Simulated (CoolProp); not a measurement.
A single-stage vapour-compression cycle with R236FA: evaporating at 266.15 K (dew point), condensing at 327.15 K (bubble point), superheat 0 K, subcooling 0 K, compressor efficiency 0.9, no pressure losses. Each further row changes one setting.

Computed with CoolProp (reference Helmholtz-energy equation of state, Pan 2012).

| case | cooling COP | pressure ratio | discharge temperature (K) | refrigerating effect (kJ/kg) | volumetric capacity (kJ/m³) |
|---|---|---|---|---|---|
| as stated | 2.62 | 8.12 | 327.1 | 86.4 | 495 |
| evaporating temperature 271.15 K | 3.02 | 6.56 | 327.1 | 89.9 | 630 |
| condensing temperature 322.15 K | 3.01 | 7.08 | 322.2 | 93.0 | 532 |
| subcooling 5 K | 2.82 | 8.12 | 327.1 | 93.0 | 532 |
| superheat 10 K | 2.71 | 8.12 | 329.3 | 94.4 | 518 |
| compressor efficiency 0.8 | 2.33 | 8.12 | 327.1 | 86.4 | 495 |

The compression ends wet for: as stated; evaporating temperature 271.15 K; condensing temperature 322.15 K; subcooling 5 K; compressor efficiency 0.8.
